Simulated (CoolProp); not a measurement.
Propyne along the isobar 28.6 bar: fugacity coefficient from the reference equation and from simpler models built on Tc = 402.7 K, pc = 56.58 bar, ω = 0.204; each cubic takes its own stable root.

The numbers come from the reference Helmholtz-energy equation of state, Polt 1992 in CoolProp. This equation is an older, rougher fit; its heat capacities, sound speeds and derivatives of the liquid may be far off and weren't checked against measurements.

```
T (K)   phase  reference  van der Waals  Soave-Redlich-Kwong
-----  ------  ---------  -------------  -------------------
361.4  liquid     0.7177         0.8051               0.7365
369.4     gas     0.7694         0.8154               0.7774
377.4     gas     0.7867         0.8249               0.7924
385.5     gas     0.8020         0.8339               0.8064
393.5     gas     0.8154         0.8421               0.8190
401.6     gas     0.8276         0.8499               0.8308
409.6     gas     0.8385         0.8571               0.8415
417.7     gas     0.8485         0.8639               0.8516
425.7     gas     0.8575         0.8702               0.8608
433.8     gas     0.8659         0.8761               0.8695
441.8     gas     0.8735         0.8817               0.8775
449.9     gas     0.8806         0.8870               0.8851
457.9     gas     0.8871         0.8919               0.8920
466       gas     0.8932         0.8966               0.8986
474       gas     0.8987         0.9010               0.9047
```

At some of these states van der Waals gives the other phase, because its saturation line lies elsewhere.
